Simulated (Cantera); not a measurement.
Input: 1 mol Fe3O4, 7.6 mol CO, 1.6 mol H2, held at 2.30 mbar.

Cantera equilibrium calculation (NASA polynomials, part measured and part estimated; ideal gas, pure solids and liquids). Candidate condensed phases: C, C6H6, C7H8, C8H18, Fe, Fe(CO)5, FeO, Fe(OH)2, Fe(OH)3, Fe2O3, Fe3O4, H2O; 114 gas species. Mutual solubility and eutectic melting of coexisting phases are not modelled. The tables' stoichiometric FeO is somewhat more stable than real wüstite, so its field is too wide. FeO: taken at fixed stoichiometry. Rates play no part. All values below are at 1698 K.

Base state: CO 0.724, H2 0.118, CO2 0.0996, H2O 0.0552, Fe 0.00265, H 0.00103, OH 2.49e-5, FeO 1.05e-5 (mole fractions); condensed: Fe(δ) + FeO(l).

**Question.** What changes in the equilibrium state with this change: Fe3O4 replaced by CuO?

**Answer.** 
```csv
species,before,after
CO,0.724,0.707
H2,0.118,0.124
Cu,0,0.0673
CO2,0.0996,0.0634
H2O,0.0552,0.0379
Fe,0.00265,0
Cu2,0,8.06e-5
FeO,1.05e-5,0
"Fe(δ), mol",0.405,0
"FeO(l), mol",2.57,0
"Cu(l), mol",0,0.334
```
Further candidate phases: Cu, CuO, Cu(OH)2, Cu2O.
